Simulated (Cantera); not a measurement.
Charge: 1 mol C6H6, 2.9 mol NH3, 68 mol H2, held at 1.10 mbar.

Equilibrium computed with Cantera from the NASA thermochemical tables; the gas is ideal and each condensed phase is pure. Candidate condensed phases: C, C6H6, C7H8, C8H18; 92 gas species. Rates play no part.

log p: log10 of the partial pressure in bar; n: condensed amount in mol.

```json
[
 {"T (K)": "2048", "log p H2": "-3.00", "log p H": "-4.15", "log p N2": "-4.73", "log p C2H2 (acetylene)": "-5.98", "log p HCN": "-5.61", "log p C3": "-10.06", "n C(graphite)": "5.66"},
 {"T (K)": "2098", "log p H2": "-3.01", "log p H": "…", "log p N2": "-4.74", "log p C2H2 (acetylene)": "…", "log p HCN": "…", "log p C3": "…", "n C(graphite)": "5.57"},
 {"T (K)": "2148", "log p H2": "-3.02", "log p H": "-3.89", "log p N2": "-4.75", "log p C2H2 (acetylene)": "-5.74", "log p HCN": "-5.48", "log p C3": "-9.09", "n C(graphite)": "5.47"},
 {"T (K)": "2198", "log p H2": "-3.04", "log p H": "-3.78", "log p N2": "-4.77", "log p C2H2 (acetylene)": "-5.64", "log p HCN": "-5.43", "log p C3": "-8.63", "n C(graphite)": "5.34"},
 {"T (K)": "2248", "log p H2": "-3.07", "log p H": "-3.67", "log p N2": "-4.78", "log p C2H2 (acetylene)": "-5.55", "log p HCN": "-5.38", "log p C3": "-8.20", "n C(graphite)": "5.20"},
 {"T (K)": "2298", "log p H2": "-3.09", "log p H": "-3.57", "log p N2": "-4.80", "log p C2H2 (acetylene)": "-5.46", "log p HCN": "-5.34", "log p C3": "-7.79", "n C(graphite)": "5.03"},
 {"T (K)": "2348", "log p H2": "-3.13", "log p H": "-3.47", "log p N2": "-4.83", "log p C2H2 (acetylene)": "-5.39", "log p HCN": "-5.31", "log p C3": "-7.40", "n C(graphite)": "4.85"},
 {"T (K)": "2398", "log p H2": "-3.18", "log p H": "…", "log p N2": "-4.86", "log p C2H2 (acetylene)": "-5.34", "log p HCN": "-5.28", "log p C3": "…", "n C(graphite)": "4.64"},
 {"T (K)": "2448", "log p H2": "-3.23", "log p H": "-3.32", "log p N2": "-4.88", "log p C2H2 (acetylene)": "-5.29", "log p HCN": "-5.26", "log p C3": "-6.66", "n C(graphite)": "4.40"},
 {"T (K)": "2498", "log p H2": "-3.29", "log p H": "-3.25", "log p N2": "-4.92", "log p C2H2 (acetylene)": "-5.26", "log p HCN": "-5.26", "log p C3": "-6.32", "n C(graphite)": "4.10"},
 {"T (K)": "2548", "log p H2": "-3.36", "log p H": "-3.19", "log p N2": "-4.95", "log p C2H2 (acetylene)": "-5.24", "log p HCN": "-5.26", "log p C3": "-5.99", "n C(graphite)": "3.70"},
 {"T (K)": "2598", "log p H2": "-3.45", "log p H": "-3.14", "log p N2": "-4.98", "log p C2H2 (acetylene)": "-5.24", "log p HCN": "-5.26", "log p C3": "-5.67", "n C(graphite)": "3.08"},
 {"T (K)": "2648", "log p H2": "-3.55", "log p H": "-3.11", "log p N2": "-5.01", "log p C2H2 (acetylene)": "-5.26", "log p HCN": "-5.28", "log p C3": "-5.36", "n C(graphite)": "2.00"}
]
```

Q: Complete the blanks.

A: 
- 2098, log p H: -4.02
- 2098, log p C2H2 (acetylene): -5.85
- 2098, log p HCN: -5.54
- 2098, log p C3: -9.56
- 2398, log p H: -3.39
- 2398, log p C3: -7.02
